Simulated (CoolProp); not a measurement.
Vapour-liquid equilibrium of ethanol (1) + n-heptane (2) at 1.69 MPa; x and y are mole fractions of (1).

Model: multi-fluid Helmholtz-energy mixture model, Schroeder 2014 and Span 2003; pair parameters Bell 2016, in CoolProp.

```tsv
x	bubble temperature (K)	y at the bubble point	dew temperature at overall composition x (K)	liquid density (mol/L)
0.05	492.3	0.171	502.5	4.692
0.125	476.4	0.359	496.1	[?]
0.2	466.7	0.469	489.8	[?]
0.275	460.7	0.539	483.5	5.859
0.35	[?]	0.589	477.1	[?]
0.425	453.8	0.629	470.6	6.649
0.5	451.6	0.666	464.1	7.129
0.575	449.9	0.701	457.8	7.689
0.65	448.5	[?]	452.5	8.345
0.725	[?]	0.781	449.0	9.114
0.8	[?]	0.828	447.0	10.01
0.875	446.1	0.885	446.1	11.07
0.95	445.9	0.950	445.9	[?]
```

### Question
What belongs in the gaps?

### Answer

- 0.125, liquid density (mol/L): 5.137
- 0.2, liquid density (mol/L): 5.506
- 0.35, bubble temperature (K): 456.7
- 0.35, liquid density (mol/L): 6.232
- 0.65, y at the bubble point: 0.739
- 0.725, bubble temperature (K): 447.4
- 0.8, bubble temperature (K): 446.6
- 0.95, liquid density (mol/L): 12.31

No azeotrope shows between x = 0.05 and 0.95.

Pair parameters are fitted to limited data, so mixtures are less certain than the pure fluids.
